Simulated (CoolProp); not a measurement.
Properties of benzene along the isobar 2870 kPa (Tc = 288.9 °C, pc = 4906 kPa, ω = 0.211).

Computed with CoolProp (reference Helmholtz-energy equation of state, Thol 2012).

| T (°C) | phase | density (kg/m³) | cp (kJ/(kg K)) | Joule-Thomson coefficient (K/MPa) | isothermal compressibility (1/MPa) | conductivity (mW/(m K)) | fugacity coefficient |
|---|---|---|---|---|---|---|---|
| 39.15 | liquid | 860.9 | 1.771 | -0.4043 | 0.001054 | 138 | 0.008961 |
| 62.55 | liquid | 835.9 | 1.841 | -0.3682 | 0.001279 | 130 | 0.02140 |
| 86.05 | liquid | 810.2 | 1.918 | -0.3266 | 0.001572 | 123 | 0.04451 |
| 109.55 | liquid | 783.6 | 2.000 | -0.2780 | 0.001962 | 116 | 0.08264 |
| 132.95 | liquid | 755.9 | 2.085 | -0.2194 | 0.002496 | 110 | 0.1396 |
| 156.45 | liquid | 726.3 | 2.179 | -0.1441 | 0.003274 | 103 | 0.2192 |
| 179.85 | liquid | 694.4 | 2.284 | -0.04032 | 0.004484 | 96.1 | 0.3226 |
| 203.35 | liquid | 658.4 | 2.414 | 0.1205 | 0.006611 | 89.1 | 0.4506 |
| 226.75 | liquid | 615.7 | 2.604 | 0.4146 | 0.01116 | ___ | 0.5999 |
| 250.25 | gas | ___ | ___ | 16.98 | 0.6725 | 39.9 | 0.7489 |
| 273.65 | gas | 68.01 | 2.339 | 12.17 | 0.5299 | 40.4 | 0.7854 |
| 297.15 | gas | 60.97 | ___ | 9.592 | 0.4733 | 42.0 | 0.8147 |
| 320.55 | gas | 55.92 | 2.253 | 7.918 | ___ | 44.0 | 0.8387 |

What belongs in the gaps?


- 226.75, conductivity (mW/(m K)): 81.9
- 250.25, density (kg/m³): 79.52
- 250.25, cp (kJ/(kg K)): 2.607
- 297.15, cp (kJ/(kg K)): 2.269
- 320.55, isothermal compressibility (1/MPa): 0.4420

Thermal conductivity comes from a separate model (Assael 2012).
